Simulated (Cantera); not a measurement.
An isothermal, constant-pressure homogeneous reactor starts with CH4 : CO2 : H2 = 1 : 0.55 : 0.086 (molar parts), at 1750 K and 0.132 atm. Integrator tolerance rtol = 1e-08.

Cantera simulation using GRI-Mech 3.0 (53 species, 325 reactions); the numbers are that mechanism's predictions, not measurements. GRI-Mech 3.0 stops at C3 and has no aromatics, soot or wall deposition, so with more carbon than oxygen in the feed, carbon stays in small species such as C2H2 where larger ones or solid carbon would form.

**Question.** What does this change do: pressure from 0.132 atm to 2.37 atm?

**Answer.** 
```
quantity                                               before                                      after
------------------  -----------------------------------------  -----------------------------------------
x(CH4) at 1.00 s       0.0107 (gas-phase equilibrium 0.00132)      0.0220 (gas-phase equilibrium 0.0209)
x(CO2) at 1.00 s      0.00897 (gas-phase equilibrium 4.96e-8)    0.00173 (gas-phase equilibrium 9.97e-7)
x(H2) at 1.00 s           0.523 (gas-phase equilibrium 0.582)        0.554 (gas-phase equilibrium 0.564)
x(HO2) at 1.00 s        <1e-12 (gas-phase equilibrium <1e-12)      <1e-12 (gas-phase equilibrium <1e-12)
x(H) at 1.00 s      0.000470 (gas-phase equilibrium 0.000490)  0.000113 (gas-phase equilibrium 0.000114)
x(CH2CO) at 1.00 s    1.72e-5 (gas-phase equilibrium 8.23e-8)    2.83e-6 (gas-phase equilibrium 1.37e-6)
x(HCO) at 1.00 s      1.45e-8 (gas-phase equilibrium 1.54e-8)    6.35e-8 (gas-phase equilibrium 6.57e-8)
```

**Question.** What does this change do: CO2 0.55 to 2.7 parts?

**Answer.** 
| quantity | before | after |
|---|---|---|
| x(CH4) at 1.00 s | 0.0107 (gas-phase equilibrium 0.00132) | 0.00322 (gas-phase equilibrium 1.26e-10) |
| x(CO2) at 1.00 s | 0.00897 (gas-phase equilibrium 4.96e-8) | 0.142 (gas-phase equilibrium 0.125) |
| x(H2) at 1.00 s | 0.523 (gas-phase equilibrium 0.582) | 0.174 (gas-phase equilibrium 0.192) |
| x(HO2) at 1.00 s | <1e-12 (gas-phase equilibrium <1e-12) | 1.79e-12 (gas-phase equilibrium 1.65e-12) |
| x(H) at 1.00 s | 0.000470 (gas-phase equilibrium 0.000490) | 0.000242 (gas-phase equilibrium 0.000281) |
| x(CH2CO) at 1.00 s | 1.72e-5 (gas-phase equilibrium 8.23e-8) | 1.13e-5 (gas-phase equilibrium <1e-12) |
| x(HCO) at 1.00 s | 1.45e-8 (gas-phase equilibrium 1.54e-8) | 1.75e-8 (gas-phase equilibrium 1.31e-8) |
